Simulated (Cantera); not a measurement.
Feed: 1 mol C3H8, 0.46 mol H2O, held at 2648.15 K and 195 Torr.

Method: chemical equilibrium by Gibbs-energy minimisation in Cantera with the NASA 1993 tables (ideal gas, pure condensed phases). The numbers say what is thermodynamically allowed, not how fast it happens.

| species | before | after |
|---|---|---|
| H2 | 0.812 | 0.890 |
| CO | 0.0896 | 0.0929 |
| H | 0.0822 | 0.0137 |
| C2H2 (acetylene) | 0.0158 | 0.00298 |
| C3 | 1.68e-5 | 2.50e-8 |
| C2H | 0.000155 | 1.83e-6 |
| C4H2 | 0.000128 | 4.07e-6 |
| C2H2 (vinylidene) | 1.98e-5 | 9.04e-7 |
| CH3 | 3.61e-5 | 1.43e-5 |
| CH4 | 2.05e-5 | 4.88e-5 |
| C(graphite), mol | 2.37 | 2.51 |
Gas species are given as mole fractions.

Task: Which change was made?
(A) temperature from 2648.15 K to 1200 K
(B) pressure from 195 Torr to 1.00 Torr
(C) temperature from 2648.15 K to 2250 K
(D) temperature from 2648.15 K to 2050 K

Result: C, temperature from 2648.15 K to 2250 K
